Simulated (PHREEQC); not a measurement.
1 kg of water holding 0.31 mol/kgw KCl and 0.079 mol/kgw NaCl is evaporated at 40 °C; the solids stay in contact with the brine. CO2 from the air is kept out. Solids allowed: Halite, Sylvite. Others were left out.

All values are PHREEQC results (Pitzer model, pitzer.dat), not measurements.

```tsv
water left (kg)	ionic strength	water activity	Sylvite (mol)	Halite (mol)	Na in solution (mol/kgw)
1	0.389	0.987	0	0	0.0790
0.6755	0.576	0.981	0	0	0.117
0.4563	0.852	0.973	0	0	0.173
0.375	1.04	0.967	0	0	0.211
0.2533	1.54	0.950	0	0	0.312
0.1711	2.27	0.926	0	0	0.462
0.1156	3.36	0.889	0	0	0.683
0.07809	4.98	0.831	0	0	1.01
0.06418	5.83	0.800	0.0146	0	1.23
0.04335	6.07	0.789	0.126	0	1.82
0.0293	6.44	0.770	0.200	0	2.70
0.01979	7.06	0.738	0.249	0	3.99
0.01337	7.58	0.711	0.275	0.0127	4.96
0.01099	7.58	0.711	0.281	0.0245	4.96
0.007426	7.58	0.711	0.291	0.0422	4.96
0.005012	7.58	0.711	0.297	0.0541	4.96
```

Sylvite from water left = 0.06418 kg; Halite from water left = 0.01337 kg.

Constants without temperature data keep their 25 °C values here.
